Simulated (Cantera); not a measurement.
Input: 1 mol TiO₂, 1.4 mol H₂, 0.99 mol H₂O, equilibrated at 2200 K and 10.0 Torr.

These are equilibrium values from Cantera (NASA tables, ideal gas, pure condensed phases), not measurements of a reactor. Candidate condensed phases: H₂O, Ti, TiO, TiO₂, Ti₂O₃, Ti₃O₅, Ti₄O₇; 12 gas species. Condensed phases not in the tables: Magnéli phases beyond Ti₄O₇. The numbers say what is thermodynamically allowed, not how fast it happens.

Base state: H₂O 0.503, H₂ 0.458, H 0.0330, OH 0.00506, TiO₂ 0.000342, O 0.000254, O₂ 0.000118 (mole fractions); condensed: Ti₄O₇(l).

Problem. What changes in the equilibrium state with this change: TiO₂ replaced by FeS?

Solution. 
```
species          before     after
-------------  --------  --------
H₂                0.458     0.419
Fe                    0     0.208
H₂O               0.503     0.154
S₂                    0    0.0688
SO                    0    0.0439
SO₂                   0    0.0238
S                     0    0.0238
SH                    0    0.0182
H                0.0330    0.0316
TiO₂           0.000342         0
H₂S                   0   0.00457
FeO                   0   0.00235
S₂O                   0  0.000316
Fe(OH)₂               0  0.000104
O₂             0.000118   1.31e-5
Ti₄O₇(l), mol     0.250         0
Fe(l), mol            0     0.165
```
Further candidate phases: Fe, FeO, Fe(OH)₂, Fe(OH)₃, FeS, FeSO₄, FeS₂, Fe₂O₃, Fe₂(SO₄)₃, Fe₃O₄, H₂SO₄, S.
